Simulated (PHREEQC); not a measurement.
A solution holds 21 mmol/kgw FeSO4 and 110 mmol/kgw NaH2PO4, at 25 °C. Closed to the air; pH follows from the charge balance.

All values are PHREEQC results (ion-association model, wateq4f.dat), not measurements.

```json
[
 {"quantity": "pH", "before": "4.38", "after": "4.40"},
 {"quantity": "ionic strength (mol/kgw)", "before": "0.148", "after": "0.147"},
 {"quantity": "SO4-2 (mol/kgw)", "before": "0.0175", "after": "0.0171"},
 {"quantity": "NaSO4- (mol/kgw)", "before": "0.00304", "after": "0.00327"},
 {"quantity": "Fe+2 (mol/kgw)", "before": "0.00119", "after": "0.00123"},
 {"quantity": "FeSO4 (mol/kgw)", "before": "0.000419", "after": "0.000588"},
 {"quantity": "SI of Mirabilite (Na2SO4:10H2O)", "before": "-3.33", "after": "-4.45"},
 {"quantity": "SI of Melanterite (FeSO4:7H2O)", "before": "-3.42", "after": "-3.71"}
]
```

Name the change that produced these shifts.
A. temperature from 25 to 20 °C
B. NaH2PO4 from 0.11 to 0.022 mol/kgw
C. diluted 10-fold with water
D. temperature from 25 to 50 °C
E. NaH2PO4 replaced by NaHSO4 at the same molality

D, temperature from 25 to 50 °C

Precipitation was switched off in this run. Some of these states are supersaturated (in Vivianite, for instance). H3PO4, which wateq4f.dat lacks, is added to it with the constant of phreeqc.dat. Constants without temperature data keep their 25 °C values here.
